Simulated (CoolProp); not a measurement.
Vapour-liquid equilibrium of cyclohexane (1) + n-octane (2) at 134.75 °C; x and y are mole fractions of (1).

Values from CoolProp's multi-fluid Helmholtz-energy mixture model, Zhou 2014 and Beckmüller 2019; pair parameters Bell 2016.

Task: Give the bubble pressure and the first vapour's composition at x = 0.2, 0.65, 0.8. Is there an azeotrope?

Result: x = 0.2: 181.4 kPa, y = 0.413; x = 0.65: 303.7 kPa, y = 0.838; x = 0.8: 345.6 kPa, y = 0.917. No azeotrope shows between x = 0.05 and 0.95.

The pair parameters rest on a limited set of measurements; away from them the model extrapolates.
